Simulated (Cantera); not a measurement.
A Cantera script and its output.

```python
import numpy as np
import cantera as ct

gas = ct.Solution("gri30.yaml", transport_model="multicomponent")
show = ['H', 'NH3', 'C2H2']

rows = []
print(f"{'T/K':>7s}{'rho':>11s}{'cp':>10s}{'mu':>11s}{'lambda':>11s}{'Pr':>7s}" + "".join(f"{'D_' + s:>11s}" for s in show))
for T in [400, 600, 800, 1000, 1200, 1400, 1600, 1800, 2000]:
    gas.TPX = T, 550, {'CH3OH': 0.58}
    Pr = gas.cp_mass * gas.viscosity / gas.thermal_conductivity
    D = [gas.mix_diff_coeffs_mole[gas.species_index(s)] for s in show]
    rows.append([gas.density, gas.cp_mass, gas.viscosity, gas.thermal_conductivity, Pr, *D])
    print(f"{T:7g}{gas.density:11.4e}{gas.cp_mass:10.1f}{gas.viscosity:11.4e}"
          f"{gas.thermal_conductivity:11.4e}{Pr:7.3f}" + "".join(f"{d:11.4e}" for d in D))
print("SI units: kg/m3, J/kg/K, Pa s, W/m/K, m2/s")
```

It prints:

```
    T/K        rho        cp         mu     lambda     Pr        D_H      D_NH3     D_C2H2
    400 5.2989e-03    1604.1 1.3101e-05 2.8083e-02  0.748 2.8824e-02 4.8502e-03 3.7527e-03
    600 3.5326e-03    2101.4 1.9689e-05 5.5217e-02  0.749 6.1284e-02 1.0856e-02 8.1100e-03
    800 2.6495e-03    2490.7 2.5767e-05 8.5487e-02  0.751 1.0265e-01 1.8845e-02 1.3721e-02
   1000 2.1196e-03    2798.1 3.1307e-05 1.1659e-01  0.751 1.5177e-01 2.8550e-02 2.0417e-02
   1200 1.7663e-03    3031.2 3.6380e-05 1.4678e-01  0.751 2.0791e-01 3.9784e-02 2.8088e-02
   1400 1.5140e-03    3214.4 4.1062e-05 1.7580e-01  0.751 2.7053e-01 5.2411e-02 3.6656e-02
   1600 1.3247e-03    3357.2 4.5424e-05 2.0331e-01  0.750 3.3926e-01 6.6332e-02 4.6063e-02
   1800 1.1775e-03    3468.1 4.9524e-05 2.2925e-01  0.749 4.1379e-01 8.1468e-02 5.6269e-02
   2000 1.0598e-03    3554.5 5.3410e-05 2.5370e-01  0.748 4.9390e-01 9.7761e-02 6.7239e-02
SI units: kg/m3, J/kg/K, Pa s, W/m/K, m2/s
```

Detailed kinetics in Cantera: GRI-Mech 3.0 (53 species, 325 reactions). Polar gases are described roughly by these parameters. The composition is frozen, though it would react at the higher temperatures.
